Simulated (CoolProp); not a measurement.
Values from CoolProp's reference Helmholtz-energy equation of state, Setzmann 1991.

Task: Give the vapour pressure (MPa), liquid density (kg/m³), vapour density (kg/m³), enthalpy of vaporisation (kJ/kg) of saturated methane at -165.35, -153.05, -138.75 °C.

Result: 
| T (°C) | p (MPa) | liquid density (kg/m³) | vapour density (kg/m³) | enthalpy of vaporisation (kJ/kg) |
|---|---|---|---|---|
| -165.35 | 0.0728 | 428 | 1.34 | 518 |
| -153.05 | 0.193 | 410 | 3.28 | 494 |
| -138.75 | 0.474 | 387 | 7.61 | 461 |
